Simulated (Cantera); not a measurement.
Charge: 1 mol SiCl4, 5.7 mol HCl, 0.73 mol H2, held at 1152 °C and 10000 Pa.

Method: chemical equilibrium by Gibbs-energy minimisation in Cantera with the NASA 1993 tables (ideal gas, pure condensed phases). Candidate condensed phases: Si; 19 gas species. The tables' values for SiCl3 are old estimates; treat these amounts as uncertain. Kinetics and transport are ignored.

Base state: HCl 0.777, SiCl4 0.121, H2 0.0893, SiCl3 0.00902, SiCl2 0.00265, SiHCl3 0.00109, Cl 4.59e-5 (mole fractions); condensed: gas only.

Question: What changes in the equilibrium state with this change: 0.53 mol O2 added?

Answer: 
| species | before | after |
|---|---|---|
| HCl | 0.777 | 0.891 |
| SiCl4 | 0.121 | 0.0585 |
| Cl2 | 1.79e-7 | 0.0314 |
| H2 | 0.0893 | 6.67e-7 |
| Cl | 4.59e-5 | 0.0193 |
| SiCl2 | 0.00265 | 7.28e-9 |
| SiHCl3 | 0.00109 | 3.43e-9 |
| H2O | 0 | 2.10e-5 |
| SiCl3 | 0.00902 | 1.04e-5 |
| SiO2(β-quartz), mol | 0 | 0.530 |
The tables hold silica as quartz up to 1696 K and as liquid above; real silica turns to tridymite and cristobalite and melts near 1996 K. Further candidate phases: H2O, SiO2.

Question: What changes in the equilibrium state with this change: pressure from 10000 Pa to 180000 Pa?

Answer: 
| species | before | after |
|---|---|---|
| HCl | 0.777 | 0.770 |
| SiCl4 | 0.121 | 0.131 |
| H2 | 0.0893 | 0.0955 |
| SiCl3 | 0.00902 | 0.00240 |
| SiCl2 | 0.00265 | 0.000173 |
| Cl | 4.59e-5 | 1.04e-5 |
| SiHCl3 | 0.00109 | 0.00127 |
